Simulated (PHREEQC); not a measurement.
Consider water at 25 °C with 0.0021 mol/kgw FeCl3, 0.077 mol/kgw NaH2PO4 and 0.036 mol/kgw NaCl. Closed to the air; pH follows from the charge balance.

The numbers come from PHREEQC with the ion-association model, wateq4f.dat.

```
quantity                      before    after
--------------------------  --------  -------
pH                              4.36     4.22
ionic strength (mol/kgw)       0.119    0.814
HPO4-2 (mol/kgw)            0.000234  0.00289
Fe(OH)2+ (mol/kgw)           6.88e-5  2.55e-6
SI of Fe(OH)3(a) (Fe(OH)3)     +0.87    -0.78
SI of Halite (NaCl)            -4.14    -3.41
```

Q: What was changed between the two runs?
A. 0.0056 mol/kgw H2SO4 added
B. NaCl left out
C. FeCl3 replaced by Fe2(SO4)3 at the same molality
D. NaH2PO4 from 0.077 to 0.77 mol/kgw
E. NaCl from 0.036 to 0.36 mol/kgw

A: D, NaH2PO4 from 0.077 to 0.77 mol/kgw

No solid was allowed to form. The ionic strength passes 0.7 mol/kgw, the rough limit of the ion-association models, in after. Some of these states are supersaturated (in Strengite, Fe(OH)3(a), Hematite (slow to form), for instance). H3PO4, which wateq4f.dat lacks, is added to it with the constant of phreeqc.dat.
